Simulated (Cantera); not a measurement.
A freely propagating, adiabatic, planar premixed flame of CH4 : O2 : N2 = 1 : 2.33 : 8.74 (molar parts), equivalence ratio 0.86, unburnt at 548 K and 100.0 Torr; mixture-averaged transport, grid criteria slope 0.08 and curve 0.16, no radiation.

Model: GRI-Mech 3.0 (53 species, 325 reactions), integrated in Cantera. Burning velocities carry a grid error of a few per cent, more on coarse grids.

Q: What does this change do: inlet temperature 548 to 475 K?

A: 
```
quantity                    before     after
------------------------  --------  --------
laminar burning velocity  149 cm/s  116 cm/s
thermal thickness          2.10 mm   2.20 mm
peak x(C2H6)              0.000778  0.000724
peak x(CH2CO)              5.95e-5   5.18e-5
peak x(CH2O)              0.000953  0.000884
```

Q: What does this change do: N2 8.74 to 6.7 parts?

A: 
| quantity | before | after |
|---|---|---|
| laminar burning velocity | 149 cm/s | 200 cm/s |
| thermal thickness | 2.10 mm | 1.67 mm |
| peak x(C2H6) | 0.000778 | 0.000903 |
| peak x(CH2CO) | 5.95e-5 | 8.84e-5 |
| peak x(CH2O) | 0.000953 | 0.00131 |
